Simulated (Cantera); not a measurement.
A Cantera script and what it prints.

```python
import numpy as np
import cantera as ct

gas_names = """
    CL CL2 H HCL H2 N NH NH2 NH3 N2 N2H2 N2H4 Si SiCL SiCL2 SiCL3 SiCL4 SiH SiHCL3 SiH2 SiH2CL2 SiH3
    SiH3CL SiH4 SiN Si2 Si2N Si3
""".split()
cond_names = """
    NH4CL(a) NH4CL(b) Si(cr) Si(L) Si3N4(a)
""".split()


# ... load() reads the species with a 1 bar reference pressure and builds the phases ...
atoms = {
    'Si2Cl6': {'Si': 2, 'CL': 6},
    'NH3': {'N': 1, 'H': 3},
    'H2': {'H': 2},
}
top_T = {'Si3N4(a)': 2400}  # K; cautious upper limits of use, not melting points


# ... equilibrate(T, P, feed) seeds the gas with the atoms and calls Mixture.equilibrate('TP', solver="vcs", rtol=1e-11, max_steps=5000) ...
results = []
feed = {'Si2Cl6': 1, 'NH3': 14, 'H2': 13}  # mol
T = 1873.15  # K
P = 200  # Pa
mix = equilibrate(T, P, feed)
results.append((T, P, feed, dict(zip(mix.species_names, mix.species_moles))))
print(gas.report(threshold=1e-06))
for i in range(1, mix.n_phases):
    print(f"{mix.phase(i).name:16s} {mix.phase_moles(i):12.5e} mol")
```

Result:

```
       temperature   1873.2 K
          pressure   200 Pa
           density   0.00014909 kg/m^3
  mean mol. weight   11.61 kg/kmol
   phase of matter   gas

                          1 kg             1 kmol
                     ---------------   ---------------
          enthalpy        3.7332e+06        4.3342e+07  J
   internal energy        2.3918e+06        2.7768e+07  J
           entropy             22843        2.6521e+05  J/K
    Gibbs function       -3.9055e+07       -4.5343e+08  J
 heat capacity c_p            2980.5             34603  J/K
 heat capacity c_v            2264.4             26289  J/K

                      mass frac. Y      mole frac. X     chem. pot. / RT
                     ---------------   ---------------   ---------------
                CL         0.0032009         0.0010483            -27.84
                 H         0.0010621          0.012233           -12.911
               HCL           0.25469          0.081105           -40.751
                H2           0.12448           0.71688           -25.821
                N2           0.37929           0.15719           -34.787
                Si          0.010688          0.004418           -5.5064
              SiCL         0.0059085         0.0010797           -33.347
             SiCL2           0.21915          0.025704           -61.187
             SiCL3        0.00047283        4.0834e-05           -89.027
               SiH        0.00039048        0.00015582           -18.417
              SiH2        9.1257e-05        3.5198e-05           -31.328
               SiN        0.00010219        2.8186e-05             -22.9
               Si2        0.00015962        3.2991e-05           -11.013
              Si2N        0.00025338        4.1918e-05           -28.406
               Si3         5.477e-05         7.547e-06           -16.519
     [  +13 minor]        5.4012e-06         5.026e-07

Si(L)             5.91566e-01 mol
Si3N4(a)          0.00000e+00 mol
```

Method: chemical equilibrium by Gibbs-energy minimisation in Cantera with the NASA 1993 tables (ideal gas, pure condensed phases). The feed counts by its element totals alone. The tables' values for SiCl, SiCl3, SiN are old estimates; treat these amounts as uncertain. Gases not in the tables: Si2H6 and higher silanes.
